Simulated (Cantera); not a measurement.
A freely propagating, adiabatic, planar premixed flame of CH₃OH : O₂ : N₂ = 1 : 1.15 : 4.34 (molar parts), equivalence ratio 1.3, unburnt at 398 K and 45000 Pa; mixture-averaged transport, grid criteria slope 0.08 and curve 0.16, no radiation.

Detailed kinetics in Cantera: GRI-Mech 3.0 (53 species, 325 reactions). GRI-Mech 3.0 was tuned for natural gas; its chemistry of methanol as a main component is partial and can be far from experiment. Burning velocities carry a grid error of a few per cent, more on coarse grids.

### Question
What does this change do: inlet temperature 398 to 448 K?

### Answer
```csv
quantity,before,after
laminar burning velocity,88.9 cm/s,107 cm/s
thermal thickness,0.516 mm,0.500 mm
peak x(C₂H₆),1.25e-6,1.20e-6
peak x(H₂O₂),0.00172,0.00173
peak x(C₂H),<1e-8,<1e-8
```

### Question
What does this change do: O2 1.15 to 1.5 parts?

### Answer
| quantity | before | after |
|---|---|---|
| laminar burning velocity | 88.9 cm/s | 105 cm/s |
| thermal thickness | 0.516 mm | 0.482 mm |
| peak x(C₂H₆) | 1.25e-6 | 4.88e-7 |
| peak x(H₂O₂) | 0.00172 | 0.00173 |
| peak x(C₂H) | <1e-8 | <1e-8 |
